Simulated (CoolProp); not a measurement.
A closed Brayton cycle with nitrogen: compressor inlet 330.15 K and 2.1 MPa, high pressure 4.25 MPa, turbine inlet 725 K, compressor efficiency 0.89, turbine efficiency 0.9, recuperator effectiveness 0.9 (on enthalpy, no pinch check). Each further row changes one setting.

Values from CoolProp's reference Helmholtz-energy equation of state, Span 2000.

```csv
case,thermal efficiency (%),net work (kJ/kg),compressor to turbine work,compressor exit (K),turbine exit (K)
as stated,?,39.2,0.69,413.4,610.8
turbine inlet 675 K,22.5,30.4,0.74,413.4,567.6
compressor inlet 340.15 K,?,36.5,0.71,425.8,610.8
high pressure 3.61 MPa,?,33.8,0.66,?,?
recuperator effectiveness 0.5,16.8,39.2,0.69,413.4,610.8
```

Task: Some entries are withheld; supply them.

Result: 
- as stated, thermal efficiency (%): 26.3
- compressor inlet 340.15 K, thermal efficiency (%): 24.8
- high pressure 3.61 MPa, thermal efficiency (%): 26.8
- high pressure 3.61 MPa, compressor exit (K): 392.6
- high pressure 3.61 MPa, turbine exit (K): 635.6
